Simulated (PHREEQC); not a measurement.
30 mol of Mirabilite (Na2SO4:10H2O) is brought to equilibrium with 1 kg of water, with rising amounts of Na2SiO3, at 25 °C. CO2 from the air is kept out. Names ending in (a), (am) or -a are amorphous solids. Only these solids could form: Mirabilite, SiO2(a), Thenardite.

Model: Pitzer model, pitzer.dat, run in PHREEQC.

Predict pH, H3SiO4- (mol/kgw), H2SiO4-2 (mol/kgw) at Na2SiO3 added (mol) = 0.00625, 0.0075, 0.00875, 0.015.


```json
[
 {"Na2SiO3 added (mol)": "0.00625", "pH": "11.24", "H3SiO4- (mol/kgw)": "0.00299", "H2SiO4-2 (mol/kgw)": "0.00103"},
 {"Na2SiO3 added (mol)": "0.0075", "pH": "11.30", "H3SiO4- (mol/kgw)": "0.00346", "H2SiO4-2 (mol/kgw)": "0.00138"},
 {"Na2SiO3 added (mol)": "0.00875", "pH": "11.35", "H3SiO4- (mol/kgw)": "0.00390", "H2SiO4-2 (mol/kgw)": "0.00175"},
 {"Na2SiO3 added (mol)": "0.015", "pH": "11.53", "H3SiO4- (mol/kgw)": "0.00582", "H2SiO4-2 (mol/kgw)": "0.00389"}
]
```

In brines, pH and single-ion activities rest on the MacInnes convention.
